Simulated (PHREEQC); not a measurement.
A solution holds 2.1 mmol/kgw H3AsO4, 35 mmol/kgw HCl and 0.19 mmol/kgw FeCl3, at 20 °C. Closed to the air; pH follows from the charge balance.

Model: ion-association model, wateq4f.dat, run in PHREEQC.

**Question.** The ionic strength comes out as 0.0363 mol/kgw. What activity coefficients do Cl-, H+, Fe+3, FeOH+2, FeCl+2 get?

**Answer.** Cl- 0.83, H+ 0.87, Fe+3 0.28, FeOH+2 0.51, FeCl+2 0.51.

No solid was allowed to form. The solution is supersaturated, for example in Hematite (slow to form), Goethite (slow to form), so a real one may precipitate; this is no full list. The database's scorodite may be far more soluble than the real mineral, and it has no iron arsenate complexes; the constant wasn't checked at its source.
